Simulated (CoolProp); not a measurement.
Propane at 256.04 K and 0.193 MPa flows at 1.5 m/s in a round tube of 20 mm bore and 0.25 µm roughness, fully developed (64/Re and Nu = 3.66 if laminar; Colebrook and Gnielinski if turbulent). Each further row changes one setting.

Computed with CoolProp (reference Helmholtz-energy equation of state, Lemmon 2009).

```
case            Reynolds number  Darcy friction factor  pressure drop (Pa/m)  heat-transfer coefficient (W/(m² K))  mass flow (kg/h)
--------------  ---------------  ---------------------  --------------------  ------------------------------------  ----------------
as stated                   [?]                 0.0265                  6.30                                  34.8              7.15
velocity 3 m/s            36300                 0.0225                  21.4                                  60.1              14.3
diameter 40 mm            36300                 0.0225                   [?]                                  30.0               [?]
```

### Question
Fill in the missing entries.

### Answer

- as stated, Reynolds number: 18100
- diameter 40 mm, pressure drop (Pa/m): 2.67
- diameter 40 mm, mass flow (kg/h): 28.6

Viscosity comes from a separate model (Vogel 1998). Thermal conductivity comes from a separate model (Marsh 2002).
